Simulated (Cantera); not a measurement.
Feed: 1 mol SiH₂Cl₂, 65 mol H₂, equilibrated at 69.0 Torr.

Equilibrium computed with Cantera from the NASA thermochemical tables; the gas is ideal and each condensed phase is pure. Candidate condensed phases: Si; 19 gas species. Equilibrium is a limit: real reactors are often held back by kinetics, nucleation or transport.

Over these rows the condensed part is Si(s). Partial pressures as log10 of bar:

| T (K) | 1000/T (1/K) | log p SiHCl₃ | log p H₂ | log p HCl |
|---|---|---|---|---|
| 1275 | 0.7843 | -4.76 | -1.05 | -2.64 |
| 1350 | 0.7407 | -5.21 | -1.05 | -2.63 |
| 1425 | 0.7018 | -5.64 | -1.05 | -2.63 |
| 1500 | 0.6667 | -6.03 | -1.05 | -2.63 |
| 1575 | 0.6349 | -6.38 | -1.05 | -2.63 |
| 1650 | 0.6061 | ? | -1.05 | -2.64 |

Fit log p(SiHCl₃) = a + b·(1000/T) to the five rows, give the apparent enthalpy, and predict the row at 1650 K.

Means: 1000/T = 0.7057, log p = -5.604. Sxy = 0.151824, Sxx = 0.0139518, so b = 10.88 and a = -5.604 − (10.88)×0.7057 = -13.28.
Apparent enthalpy: −19.145 × (10.88) = -208 kJ/mol. With the condensed phases at unit activity, Si(s) + 3 HCl(g) = SiHCl₃(g) + H₂(g) links this pressure to the main gases: over the six rows their terms move log p by +0.00 in all, so the slope is close to that reaction's ΔH°. The five rows lie within 0.01 of the line.
Prediction at 1650 K: -13.28 + (10.88)×0.6061 = -6.69. The computed value is -6.71, 0.02 from the line.
